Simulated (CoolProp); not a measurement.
Vapour-liquid equilibrium of n-hexane (1) + m-xylene (2) at 124 kPa; x and y are mole fractions of (1).

The numbers come from the multi-fluid Helmholtz-energy mixture model, Thol 2019 and Zhou 2012; pair parameters Bell 2016 in CoolProp.

Give the bubble temperature and the first vapour's composition at x = 0.15, 0.25, 0.95. Is there an azeotrope?

x = 0.15: 395.9 K, y = 0.550; x = 0.25: 383.7 K, y = 0.725; x = 0.95: 349.8 K, y = 0.990. No azeotrope shows between x = 0.05 and 0.95.

The pair parameters rest on a limited set of measurements; away from them the model extrapolates.
